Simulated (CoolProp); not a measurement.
Model: reference Helmholtz-energy equation of state, Thol 2017, in CoolProp.

Problem. For octamethyltrisiloxane (MDM), give the phase and the speed of sound (m/s), expansivity (1/kK) at 405.8 K and 0.955 MPa; 496.2 K and 0.311 MPa.

Solution. 
- 405.8 K and 0.955 MPa: liquid; speed of sound 579, expansivity 1.65
- 496.2 K and 0.311 MPa: gas; speed of sound 115, expansivity 3.45
